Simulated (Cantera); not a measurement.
An isothermal, constant-pressure homogeneous reactor starts with C2H6 : N2 = 1 : 31 (molar parts), at 1175 K and 26.3 Torr. Integrator tolerance rtol = 1e-08.

Cantera simulation using GRI-Mech 3.0 (53 species, 325 reactions); the numbers are that mechanism's predictions, not measurements. GRI-Mech 3.0 stops at C3 and has no aromatics, soot or wall deposition, so with more carbon than oxygen in the feed, carbon stays in small species such as C2H2 where larger ones or solid carbon would form. Radical loss at walls, strong at low pressure, is not modelled.

**Question.** What does this change do: N2 31 to 66 parts?

**Answer.** 
```
quantity                                             before                                      after
----------------  -----------------------------------------  -----------------------------------------
x(C2H6) at 200 s    3.77e-7 (gas-phase equilibrium 1.39e-7)    9.42e-8 (gas-phase equilibrium 1.33e-8)
x(C2H) at 200 s   1.17e-11 (gas-phase equilibrium 4.30e-12)  7.19e-12 (gas-phase equilibrium 2.12e-12)
x(H) at 200 s       1.61e-7 (gas-phase equilibrium 1.53e-7)    9.96e-8 (gas-phase equilibrium 1.10e-7)
x(C2H4) at 200 s   0.00108 (gas-phase equilibrium 0.000359)   0.000483 (gas-phase equilibrium 6.61e-5)
x(C2H2) at 200 s      0.0262 (gas-phase equilibrium 0.0107)     0.0130 (gas-phase equilibrium 0.00379)
x(HCN) at 200 s     8.05e-10 (gas-phase equilibrium 0.0336)     2.06e-9 (gas-phase equilibrium 0.0206)
x(CH4) at 200 s     0.00470 (gas-phase equilibrium 0.00336)   0.00204 (gas-phase equilibrium 0.000749)
```

**Question.** What does this change do: C2H6 1 to 4 parts?

**Answer.** 
| quantity | before | after |
|---|---|---|
| x(C2H6) at 200 s | 3.77e-7 (gas-phase equilibrium 1.39e-7) | 7.91e-6 (gas-phase equilibrium 4.24e-6) |
| x(C2H) at 200 s | 1.17e-11 (gas-phase equilibrium 4.30e-12) | 3.45e-11 (gas-phase equilibrium 1.13e-11) |
| x(H) at 200 s | 1.61e-7 (gas-phase equilibrium 1.53e-7) | 4.84e-7 (gas-phase equilibrium 2.49e-7) |
| x(C2H4) at 200 s | 0.00108 (gas-phase equilibrium 0.000359) | 0.00772 (gas-phase equilibrium 0.00411) |
| x(C2H2) at 200 s | 0.0262 (gas-phase equilibrium 0.0107) | 0.0785 (gas-phase equilibrium 0.0459) |
| x(HCN) at 200 s | 8.05e-10 (gas-phase equilibrium 0.0336) | 1.27e-10 (gas-phase equilibrium 0.0622) |
| x(CH4) at 200 s | 0.00470 (gas-phase equilibrium 0.00336) | 0.0184 (gas-phase equilibrium 0.0303) |
